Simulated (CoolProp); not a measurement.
R1224YDZ at several states: density (kg/m³) from the reference equation and from simpler models built on Tc = 428.7 K, pc = 33.34 bar, ω = 0.325; each cubic takes its own stable root.

Model: reference Helmholtz-energy equation of state, Akasaka 2023, in CoolProp.

| T (K) | p (bar) | phase | reference |
|---|---|---|---|
| 243.9 | 0.585 | liquid | 1500 |
| 211.3 | 154 | liquid | 1600 |
| 470.8 | 9.14 | gas | 37.31 |
| 356.7 | 0.563 | gas | 2.851 |
| 444.7 | 0.212 | gas | 0.8530 |

### Question
How far does each simpler model (van der Waals, Soave-Redlich-Kwong) lie from the reference over these 5 states: mean and median of the absolute difference, and the worst?

### Answer
- van der Waals: mean 28.1 %, median 0.4 %, worst -99.7 % at 243.9 K and 0.585 bar
- Soave-Redlich-Kwong: mean 4.4 %, median 0.2 %, worst -11.3 % at 211.3 K and 154 bar

At some of these states van der Waals gives the other phase, because its saturation line lies elsewhere.
